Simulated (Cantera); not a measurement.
Charge: 1 mol Si₃N₄, 0.88 mol H₂O, held at 0.100 bar.

Cantera equilibrium calculation (NASA polynomials, part measured and part estimated; ideal gas, pure solids and liquids). Candidate condensed phases: H₂O, Si, SiO₂, Si₂N₂O, Si₃N₄; 35 gas species. Mutual solubility and eutectic melting of coexisting phases are not modelled. Equilibrium is a limit: real reactors are often held back by kinetics, nucleation or transport. All values below are at 1573 K.

Base state: H₂ 0.750, N₂ 0.250, H 0.000111 (mole fractions); condensed: Si₂N₂O(s) + Si₃N₄(s).

Problem. What changes in the equilibrium state with this change: Si₃N₄ replaced by AlN?

Solution. 
| species | before | after |
|---|---|---|
| H₂ | 0.750 | 0.750 |
| N₂ | 0.250 | 0.250 |
| H | 0.000111 | 0.000111 |
| Si₂N₂O(s), mol | 0.880 | 0 |
| Si₃N₄(s), mol | 0.413 | 0 |
| AlN(s), mol | 0 | 0.413 |
| Al₂O₃(s), mol | 0 | 0.293 |
Further candidate phases: Al, AlN, Al₂O₃.
